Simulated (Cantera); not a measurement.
Charge: 1 mol Cr₂O₃, 1700 mol H₂, 0.063 mol H₂O, at 1552 °C and 480 Torr.

These are equilibrium values from Cantera (NASA tables, ideal gas, pure condensed phases), not measurements of a reactor. Candidate condensed phases: Cr, Cr₂O₃, H₂O; 13 gas species. The numbers say what is thermodynamically allowed, not how fast it happens.

Base state: H₂ 0.997, H₂O 0.00180, H 0.000550, Cr 0.000205 (mole fractions); condensed: Cr(s).

What changes in the equilibrium state with this change: temperature from 1552 °C to 1927 °C?


```tsv
species	before	after
H₂	0.997	0.990
H	0.000550	0.00700
H₂O	0.00180	0.00179
Cr	0.000205	0.00117
Cr(s), mol	1.65	0
```

What changes in the equilibrium state with this change: Cr₂O₃ replaced by FeS?


| species | before | after |
|---|---|---|
| H₂ | 0.997 | 0.999 |
| H₂S | 0 | 0.000554 |
| H | 0.000550 | 0.000550 |
| H₂O | 0.00180 | 3.70e-5 |
| Cr | 0.000205 | 0 |
| Fe | 0 | 6.54e-5 |
| SH | 0 | 3.25e-5 |
| Cr(s), mol | 1.65 | 0 |
| Fe(l), mol | 0 | 0.889 |
Further candidate phases: Fe, FeO, Fe(OH)₂, Fe(OH)₃, FeS, FeSO₄, FeS₂, Fe₂O₃, Fe₂(SO₄)₃, Fe₃O₄, H₂SO₄, S.
